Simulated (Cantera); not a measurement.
An isothermal, constant-pressure homogeneous reactor starts with H₂ : O₂ = 0.15 : 1 (molar parts), at 900 K and 20.0 Torr.

Cantera simulation using the H2/O2 subset of GRI-Mech 3.0, which has no nitrogen chemistry; the numbers are that mechanism's predictions, not measurements. Radical loss at walls, strong at low pressure, is not modelled. Below about 950 K walls govern HO2 and H2O2 in real vessels. The temperature is held fixed by assumption; the heat of reaction is taken as removed at once.

x: mole fraction; the columns are a selection and need not sum to one.

```csv
t (s),x H₂,x O₂,x O,x H₂O₂,x H,x H₂O
3.00e-5,0.130,0.870,<1e-12,<1e-12,2.95e-12,<1e-12
0.000153,0.130,0.870,5.73e-12,<1e-12,1.61e-11,6.41e-12
0.000780,0.130,0.870,3.27e-10,<1e-12,5.34e-10,8.36e-10
0.00398,0.124,0.866,0.00162,8.09e-8,?,0.00522
0.0203,0.00115,0.860,0.000293,6.23e-7,?,0.138
0.103,0.000141,0.860,2.60e-5,2.24e-7,?,0.139
0.528,8.34e-6,0.860,1.70e-6,5.47e-8,?,0.140
2.69,1.76e-7,0.860,1.07e-7,1.17e-8,2.32e-10,0.140
13.7,1.73e-9,0.860,1.19e-8,2.55e-9,7.79e-12,0.140
70.0,1.70e-10,0.860,1.92e-9,5.97e-10,<1e-12,0.140
```

**Question.** Some entries are withheld; supply them.

**Answer.** 
- 0.00398, x H: 0.00290
- 0.0203, x H: 4.01e-5
- 0.103, x H: 8.92e-7
- 0.528, x H: 1.65e-8
